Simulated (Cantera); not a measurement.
Catalytic combustion on Pt

An isothermal plug-flow reactor at 748 K and 1.00 atm (inlet), inlet velocity 2.8 m/s, active area per volume 350 1/m; feed H2 : O2 : N2 : H2O = 0.0035 : 0.021 : 0.79 : 0.071 (molar parts), equivalence ratio 0.083.

Cantera simulation using Deutschmann's 1995 Pt surface mechanism with GRI-Mech 3.0 gas chemistry; the numbers are that mechanism's predictions, not measurements. Catalytic surfaces can have several steady states; this one follows from the mechanism file's or the stated starting coverage. Mass transfer to the wall is taken as infinitely fast.

```csv
z (m),x H2,x O2,x H2O,θ free Pt,θ O*,θ OH*
0.00034,0.00274,0.0231,0.0814,0.221,0.762,0.0170
0.00065,0.00213,0.0228,0.0821,0.175,0.809,0.0157
0.0013,0.00145,0.0225,0.0828,0.122,0.864,0.0136
0.0024,0.000918,0.0222,0.0833,0.0835,0.905,0.0115
0.0047,0.000487,0.0220,0.0838,0.0555,0.935,0.00953
0.009,0.000212,0.0219,0.0841,0.0413,0.950,0.00830
0.017,6.16e-5,0.0218,0.0842,0.0351,0.957,0.00768
0.034,5.79e-6,0.0218,0.0843,0.0330,0.959,0.00746
```
x: gas mole fraction; θ: surface coverage.
